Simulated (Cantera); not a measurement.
**Adiabatic ignition**

An adiabatic, constant-pressure homogeneous reactor starts with CH4 : O2 : N2 = 1 : 6.67 : 25.1 (molar parts), equivalence ratio 0.30, at 1750 K and 0.987 atm.

Model: GRI-Mech 3.0 (53 species, 325 reactions), integrated in Cantera.

```json
[
 {"t (s)": "8.00e-6", "T (K)": "1750", "x CH4": "0.0305", "x O2": "0.204", "x H2O2": "1.58e-8", "x HCO": "8.81e-11", "x C2H6": "4.41e-9", "x NO2": "<1e-12"},
 {"t (s)": "2.29e-5", "T (K)": "1750", "x CH4": "0.0304", "x O2": "0.204", "x H2O2": "5.22e-8", "x HCO": "1.25e-9", "x C2H6": "1.54e-7", "x NO2": "<1e-12"},
 {"t (s)": "6.58e-5", "T (K)": "1750", "x CH4": "0.0299", "x O2": "0.203", "x H2O2": "2.29e-7", "x HCO": "4.97e-8", "x C2H6": "8.66e-6", "x NO2": "<1e-12"},
 {"t (s)": "0.000188", "T (K)": "2131", "x CH4": "<1e-12", "x O2": "0.137", "x H2O2": "1.30e-7", "x HCO": "4.14e-9", "x C2H6": "<1e-12", "x NO2": "5.10e-9"},
 {"t (s)": "0.000540", "T (K)": "2299", "x CH4": "<1e-12", "x O2": "0.139", "x H2O2": "8.26e-8", "x HCO": "2.38e-10", "x C2H6": "<1e-12", "x NO2": "1.04e-7"},
 {"t (s)": "0.00155", "T (K)": "2342", "x CH4": "<1e-12", "x O2": "0.140", "x H2O2": "1.04e-7", "x HCO": "5.55e-11", "x C2H6": "<1e-12", "x NO2": "3.32e-7"},
 {"t (s)": "0.00444", "T (K)": "2342", "x CH4": "<1e-12", "x O2": "0.140", "x H2O2": "1.05e-7", "x HCO": "5.24e-11", "x C2H6": "<1e-12", "x NO2": "8.25e-7"},
 {"t (s)": "0.0127", "T (K)": "2339", "x CH4": "<1e-12", "x O2": "0.139", "x H2O2": "1.04e-7", "x HCO": "5.08e-11", "x C2H6": "<1e-12", "x NO2": "2.14e-6"},
 {"t (s)": "0.0365", "T (K)": "2332", "x CH4": "<1e-12", "x O2": "0.137", "x H2O2": "1.02e-7", "x HCO": "4.74e-11", "x C2H6": "<1e-12", "x NO2": "5.16e-6"},
 {"t (s)": "0.105", "T (K)": "2323", "x CH4": "<1e-12", "x O2": "0.135", "x H2O2": "9.93e-8", "x HCO": "4.30e-11", "x C2H6": "<1e-12", "x NO2": "9.38e-6"},
 {"t (s)": "0.300", "T (K)": "2319", "x CH4": "<1e-12", "x O2": "0.134", "x H2O2": "9.81e-8", "x HCO": "4.14e-11", "x C2H6": "<1e-12", "x NO2": "1.11e-5"}
]
```
x: mole fraction; the columns are a selection and need not sum to one.

```yaml
time_of_steepest_temperature_rise: 0.146 ms
temperature at 0.300 s: 2319 K
equilibrium_temperature: 2319 K
x(CH4) at 0.300 s: <1e-12 (gas-phase equilibrium <1e-12)
x(O2) at 0.300 s: 0.134 (gas-phase equilibrium 0.134)
x(H2O2) at 0.300 s: 9.81e-8 (gas-phase equilibrium 9.81e-8)
```
